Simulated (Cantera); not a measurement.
An isothermal, constant-pressure homogeneous reactor starts with 24.4 % NO, 75.6 % N2, at 1800 K and 0.276 atm.

Computed with Cantera and GRI-Mech 3.0 (53 species, 325 reactions).

**Question.** Predict: x(NO) at 2.00 s; x(O) at 2.00 s; x(N2) at 2.00 s; x(N2O) at 2.00 s; x(NO2) at 2.00 s; x(O2) at 2.00 s.

**Answer.** 
```
Item                                               Result
----------------  ---------------------------------------
x(NO) at 2.00 s     0.227 (gas-phase equilibrium 0.00333)
x(O) at 2.00 s    2.52e-5 (gas-phase equilibrium 8.02e-5)
x(N2) at 2.00 s       0.765 (gas-phase equilibrium 0.876)
x(N2O) at 2.00 s  2.07e-5 (gas-phase equilibrium 1.07e-7)
x(NO2) at 2.00 s  6.71e-5 (gas-phase equilibrium 3.34e-6)
x(O2) at 2.00 s     0.00840 (gas-phase equilibrium 0.120)
```
